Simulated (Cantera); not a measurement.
## Stirred combustor or abatement burner

A perfectly stirred reactor is fed with CH4 : C2H6 : C3H8 : O2 : N2 = 1 : 0.32 : 0.051 : 8.23 : 31 (molar parts), at 2700 Torr; it is adiabatic with a 550 K inlet, and is followed from long to short residence time, starting on the burning branch (τ in s: 0.35, 0.14, 0.057, 0.023, 0.0091, 0.0036, 0.0015, 0.00059, 0.00023, 9.4e-05, 3.8e-05, 1.5e-05).

Detailed kinetics in Cantera: GRI-Mech 3.0 (53 species, 325 reactions).

```
τ (s)    T (K)     x CH4   x C2H6   x C3H8   x O2   x H2O
-------  -----  --------  -------  -------  -----  ------
0.35      1514   4.94e-6  3.95e-7  6.77e-8  0.119  0.0774
0.14      1513   9.24e-6  7.61e-7  1.32e-7  0.119  0.0774
0.057     1511   1.71e-5  1.44e-6  2.52e-7  0.119  0.0773
0.023     1507   3.24e-5  2.75e-6  4.80e-7  0.119  0.0772
0.0091    1500   6.39e-5  5.43e-6  9.42e-7  0.120  0.0770
0.0036    1485  0.000137  1.16e-5  1.97e-6  0.121  0.0766
0.0015    1423  0.000517  4.30e-5  6.94e-6  0.125  0.0750
0.00059    550    0.0246  0.00788  0.00126  0.203  <1e-12
0.00023    550    0.0246  0.00788  0.00126  0.203  <1e-12
9.4e-5     550    0.0246  0.00788  0.00126  0.203  <1e-12
3.8e-5     550    0.0246  0.00788  0.00126  0.203  <1e-12
1.5e-5     550    0.0246  0.00788  0.00126  0.203  <1e-12
```
x: mole fraction; the columns are a selection and need not sum to one.
